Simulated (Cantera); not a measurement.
Feed: 1 mol CH2F2, 2 mol HCl, 0.89 mol H2, 0.45 mol CH4, at 1700 K and 0.0563 Torr.

Method: chemical equilibrium by Gibbs-energy minimisation in Cantera with the NASA 1993 tables (ideal gas, pure condensed phases). Candidate condensed phases: C, C6H6, C7H8, C8H18; 118 gas species. Equilibrium is a limit: real reactors are often held back by kinetics, nucleation or transport.

Base state: HF 0.342, HCl 0.334, H2 0.306, H 0.00941, Cl 0.00800, C2H2 (acetylene) 2.24e-5 (mole fractions); condensed: C(graphite).

**Question.** What changes in the equilibrium state with this change: pressure from 0.0563 Torr to 0.0105 Torr?

**Answer.** 
```tsv
species	before	after
HF	0.342	0.339
HCl	0.334	0.321
H2	0.306	0.301
H	0.00941	0.0216
Cl	0.00800	0.0179
C2H2 (acetylene)	2.24e-5	2.21e-5
C(graphite), mol	1.45	1.45
```
